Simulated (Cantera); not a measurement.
Feed: 1 mol Al(CH3)3, 2.9 mol N2O, 63 mol N2, at 35.0 Pa.

Equilibrium computed with Cantera from the NASA thermochemical tables; the gas is ideal and each condensed phase is pure. Candidate condensed phases: Al, AlN, Al2O3, C, C6H6, C7H8, C8H18, H2O; 148 gas species. The feed counts by its element totals alone. Mutual solubility and eutectic melting of coexisting phases are not modelled. Condensed phases not in the tables: aluminium oxynitride. The numbers say what is thermodynamically allowed, not how fast it happens.

x: gas mole fraction; n: condensed amount in mol.

```
T (K)   x N2    x H2    x CO       x H      x Al     x HCN  n Al2O3(s)  n C(graphite)  n AlN(s)
-----  -----  ------  ------  --------  --------  --------  ----------  -------------  --------
698    0.918  0.0625  0.0183    <1e-12    <1e-12   1.18e-9       0.500           1.65         0
798    0.918  0.0627  0.0195  3.57e-11    <1e-12   2.14e-8       0.500           1.60         0
898    0.918  0.0627  0.0195   1.46e-9    <1e-12   2.01e-7       0.500           1.60         0
998    0.918  0.0627  0.0195   2.88e-8    <1e-12   1.21e-6       0.500           1.60         0
1098   0.918  0.0627  0.0195   3.31e-7    <1e-12   5.19e-6       0.500           1.60         0
1198   0.911  0.0624  0.0269   2.54e-6  2.43e-11   1.74e-5       0.320              ?     0.361
1298   0.898  0.0618  0.0398   1.42e-5   3.46e-9   4.79e-5           0         0.0965      1.00
1398   0.898  0.0617  0.0398   6.28e-5   2.39e-7  0.000115           0         0.0915     1.000
1498   0.898  0.0616  0.0398  0.000228   9.31e-6  0.000245           0              ?     0.999
1598   0.898  0.0612  0.0398  0.000704  0.000228  0.000474           0              ?     0.983
1698   0.894  0.0600  0.0396   0.00189   0.00381  0.000839           0              ?     0.720
1798   0.884  0.0575  0.0389   0.00451    0.0134   0.00128           0              0         0
1898   0.882  0.0547  0.0388   0.00977    0.0134   0.00126           0              0         0
1998   0.878  0.0498  0.0387    0.0191    0.0133   0.00124           0              0         0
```

**Question.** What belongs in the gaps?

**Answer.** 
- 1198, n C(graphite): 1.06
- 1498, n C(graphite): 0.0818
- 1598, n C(graphite): 0.0645
- 1698, n C(graphite): 0.0361
